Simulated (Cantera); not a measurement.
Input (Python, Cantera):

```python
import numpy as np
import cantera as ct

gas = ct.Solution("gri30.yaml")
gas.TPX = 1450, 1000000, {'CH4': 1, 'O2': 3.03, 'N2': 11.4}
reactor = ct.IdealGasReactor(gas, energy="on", clone=False)
net = ct.ReactorNet([reactor])
net.rtol, net.atol = 1e-08, 1e-16
show = ['CH4', 'O2', 'H2', 'OH', 'H', 'CH2CO', 'H2O']
times = np.geomspace(5e-06, 1, 13)

steps = ct.SolutionArray(gas, extra=["t"])
rows = []
print(f"{'t/s':>10s}{'T/K':>9s}{'P/Pa':>11s}" + "".join(f"{s:>11s}" for s in show))
for t in times:
    while net.time < t:
        t_next = net.step()
        steps.append(gas.state, t=t_next)
    rows.append([np.interp(t, steps.t, y) for y in (steps.T, steps.P, *steps(*show).X.T)])
    print(f"{t:10.3e}{rows[-1][0]:9.1f}{rows[-1][1]:11.4g}" + "".join(f"{x:11.3e}" for x in rows[-1][2:]))
rate = np.gradient(steps.T, steps.t)
print("integrator steps:", len(steps.t))
if steps.T.max() > steps.T[0] + 200:
    print(f"time of steepest temperature rise: {steps.t[rate.argmax()]:.4e} s")
gas.TPX = 1450, 1000000, {'CH4': 1, 'O2': 3.03, 'N2': 11.4}
gas.equilibrate("UV")
print(f"equilibrium (UV): T = {gas.T:.1f} K  " + "  ".join(f"{s} {gas[s].X[0]:.3e}" for s in show))
```

It prints:

```
       t/s      T/K       P/Pa        CH4         O2         H2         OH          H      CH2CO        H2O
 5.000e-06   1450.0      1e+06  6.481e-02  1.964e-01  1.330e-07  1.159e-08  3.528e-09  1.025e-15  5.991e-07
 1.383e-05   1450.0      1e+06  6.480e-02  1.964e-01  7.444e-07  4.267e-08  9.809e-09  4.007e-13  5.362e-06
 3.824e-05   1450.2      1e+06  6.471e-02  1.963e-01  7.906e-06  1.898e-07  4.736e-08  3.025e-10  6.229e-05
 1.057e-04   1454.7  1.003e+06  6.389e-02  1.958e-01  1.015e-04  6.767e-07  2.179e-07  9.443e-08  6.594e-04
 2.924e-04   2864.4  2.001e+06  5.865e-16  6.414e-02  2.890e-03  1.487e-02  1.237e-03  1.252e-17  1.170e-01
 8.086e-04   2839.7  1.982e+06  5.404e-16  5.759e-02  2.812e-03  1.372e-02  1.127e-03  1.050e-17  1.178e-01
 2.236e-03   2838.8  1.981e+06  5.387e-16  5.734e-02  2.809e-03  1.368e-02  1.123e-03  1.043e-17  1.178e-01
 6.184e-03   2838.8  1.981e+06  5.387e-16  5.734e-02  2.809e-03  1.368e-02  1.123e-03  1.043e-17  1.178e-01
 1.710e-02   2838.8  1.981e+06  5.387e-16  5.734e-02  2.809e-03  1.368e-02  1.123e-03  1.043e-17  1.178e-01
 4.729e-02   2838.8  1.981e+06  5.387e-16  5.734e-02  2.809e-03  1.368e-02  1.123e-03  1.043e-17  1.178e-01
 1.308e-01   2838.8  1.981e+06  5.387e-16  5.734e-02  2.809e-03  1.368e-02  1.123e-03  1.043e-17  1.178e-01
 3.616e-01   2838.8  1.981e+06  5.387e-16  5.734e-02  2.809e-03  1.368e-02  1.123e-03  1.043e-17  1.178e-01
 1.000e+00   2838.8  1.981e+06  5.387e-16  5.734e-02  2.809e-03  1.368e-02  1.123e-03  1.043e-17  1.178e-01
integrator steps: 2054
time of steepest temperature rise: 2.4314e-04 s
equilibrium (UV): T = 2838.8 K  CH4 7.329e-16  O2 5.734e-02  H2 2.809e-03  OH 1.368e-02  H 1.123e-03  CH2CO 1.257e-17  H2O 1.178e-01
```

Detailed kinetics in Cantera: GRI-Mech 3.0 (53 species, 325 reactions).
